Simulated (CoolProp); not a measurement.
The fluid at 293.15 K and 4.89 MPa flows at 1.5 m/s in a round tube of 6 mm bore and 15 µm roughness, fully developed (64/Re and Nu = 3.66 if laminar; Colebrook and Gnielinski if turbulent). The same conditions are run with several fluids, on thermodynamics alone (safety and materials aside).

Model: reference Helmholtz-energy equation of state of each fluid (C3F8 (R218): Lemmon 2006; R13: Platzer 1990; n-pentane: Thol 2019; R22: Kamei 1995; propylene: Lemmon 2013), in CoolProp. The equations of Platzer and Polt are older, rougher fits.

| fluid | Reynolds number | Darcy friction factor | pressure drop (Pa/m) | heat-transfer coefficient (W/(m² K)) | mass flow (kg/h) |
|---|---|---|---|---|---|
| C3F8 (R218) | 59900 | 0.0272 | 7160 | 3330 | 214 |
| R13 | 117000 | 0.0261 | 5000 | 4420 | 156 |
| n-pentane | 28100 | 0.0293 | 3470 | 3550 | 96.5 |
| R22 | 76500 | 0.0267 | 6170 | 5190 | 188 |
| propylene | 44600 | 0.0279 | 2750 | 4380 | 80.3 |

Transport values come from each fluid's own correlations; those of C3F8 (R218), R13, n-pentane, R22, propylene are estimates that may be off by 10 % or more.
